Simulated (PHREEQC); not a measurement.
Acid rinse or clean

Solution (20 °C): 15 mmol/kgw HCl, 17 mmol/kgw ZnSO4 and 0.066 mmol/kgw KCl. Closed to the air; pH follows from the charge balance.

Model: ion-association model, phreeqc.dat, run in PHREEQC.

```
Item                           Value
--------------------  --------------
pH                              2.02
ionic strength        0.0561 mol/kgw
specific conductance      5780 µS/cm
density                  1.001 g/cm³
total alkalinity        -15.0 meq/kg
```

```
species     molality  activity   log γ
----------  --------  --------  ------
Cl-           0.0149    0.0120  -0.093
Zn+2          0.0121   0.00545  -0.345
H+            0.0112   0.00956  -0.071
SO4-2        0.00817   0.00367  -0.348
ZnSO4        0.00445   0.00450   0.006
HSO4-        0.00376   0.00306  -0.088
Zn(SO4)2-2  0.000315  0.000140  -0.353
ZnCl+       0.000174  0.000141  -0.091
K+           6.45e-5   5.20e-5  -0.093
ZnCl2        1.72e-6   1.74e-6   0.006
KSO4-        1.49e-6   1.23e-6  -0.084
ZnCl3-       2.81e-8   2.28e-8  -0.091
```

This is a speciation only: nothing precipitates in the calculation. Complexes and solids missing from the database can't appear.
